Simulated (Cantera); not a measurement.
Input: 1 mol Cr, 0.16 mol O2, 6.9 mol N2, held at 1.70 Pa.

Method: chemical equilibrium by Gibbs-energy minimisation in Cantera with the NASA 1993 tables (ideal gas, pure condensed phases). Candidate condensed phases: Cr, CrN, Cr2N, Cr2O3; 14 gas species. Mutual solubility and eutectic melting of coexisting phases are not modelled. The numbers say what is thermodynamically allowed, not how fast it happens.

Question: Which condensed phases are stable at each of these points (T (K)): 1500, 1550, 1600, 1650, 1700, 1750, 1800, 1850?

Answer: 
| T (K) | condensed phases | Cr condensed (%) |
|---|---|---|
| 1500 | Cr(s) + Cr2O3(s) | 76.4 |
| 1550 | Cr(s) + Cr2O3(s) | 32.2 |
| 1600 | Cr2O3(s) | 21.3 |
| 1650 | Cr2O3(s) | 21.1 |
| 1700 | Cr2O3(s) | 20.8 |
| 1750 | Cr2O3(s) | 20.1 |
| 1800 | Cr2O3(s) | 18.6 |
| 1850 | Cr2O3(s) | 15.1 |

From 1500 K to 1550 K the condensed part is Cr(s) + Cr2O3(s). From 1600 K to 1850 K the condensed part is Cr2O3(s).
